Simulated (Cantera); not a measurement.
Mixture: CH4 : O2 : N2 : H2O = 1 : 1.82 : 6.84 : 0.63 (molar parts), equivalence ratio 1.1, at 9.87 atm, adiabatic and at constant volume. Ignition delay is the time to a rise of 400 K.

Cantera simulation using GRI-Mech 3.0 (53 species, 325 reactions); the numbers are that mechanism's predictions, not measurements.

Q: What does this change do: constant pressure in place of constant volume?

A: 
| quantity | before | after |
|---|---|---|
| delay at 1298 K | 1.58 ms | 1.67 ms |
| delay at 1448 K | 0.337 ms | 0.363 ms |
| delay at 1598 K | 82.5 µs | 89.5 µs |
| delay at 1748 K | 23.4 µs | 25.5 µs |
| delay at 1898 K | 8.10 µs | 8.84 µs |
| apparent activation energy between 1823 and 1973 K | 190 kJ/mol | 190 kJ/mol |
